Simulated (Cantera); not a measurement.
Moist CO burnout

An isothermal, constant-pressure homogeneous reactor starts with CO : O2 : H2O : N2 : CH4 = 0.0011 : 0.091 : 0.0003 : 1 : 0.0016 (molar parts), equivalence ratio 0.041, at 1048 K and 360000 Pa.

Model: GRI-Mech 3.0 (53 species, 325 reactions), integrated in Cantera.

| t (s) | x CO | x O2 | x H2O | x H2O2 | x OH |
|---|---|---|---|---|---|
| 3.00e-5 | 0.00101 | 0.0832 | 0.000274 | <1e-12 | 4.61e-12 |
| 0.000225 | 0.00101 | 0.0832 | 0.000274 | <1e-12 | 1.24e-11 |
| 0.00169 | 0.00101 | 0.0832 | 0.000274 | 5.52e-12 | 3.69e-11 |
| 0.0127 | 0.00101 | 0.0832 | 0.000274 | 2.15e-10 | 4.37e-10 |
| 0.0949 | 0.00140 | 0.0822 | 0.00138 | 9.03e-6 | 4.02e-7 |
| 0.711 | 0.00103 | 0.0803 | 0.00319 | 1.09e-7 | 6.01e-8 |
| 5.33 | 0.000125 | 0.0799 | 0.00320 | 6.79e-9 | 3.08e-8 |
| 40.0 | 3.49e-7 | 0.0798 | 0.00320 | 4.02e-12 | 1.74e-8 |
| 300 | 1.34e-12 | 0.0798 | 0.00320 | 8.69e-12 | 2.88e-8 |
x: mole fraction; the columns are a selection and need not sum to one.

Equilibrium at this temperature and pressure: CO 1.34e-12, O2 0.0798, H2O 0.00320, H2O2 8.69e-12, OH 2.88e-8 (gas phase only).
